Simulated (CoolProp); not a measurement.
Model: reference Helmholtz-energy equation of state, Lemmon 2006, in CoolProp. It is a short technical equation, of lower accuracy than the large ones.

### Question
For hydrogen sulfide, give the phase and the cv (kJ/(kg K)) at -2.75 °C and 0.0464 MPa.

### Answer
- -2.75 °C and 0.0464 MPa: gas; cv 0.752
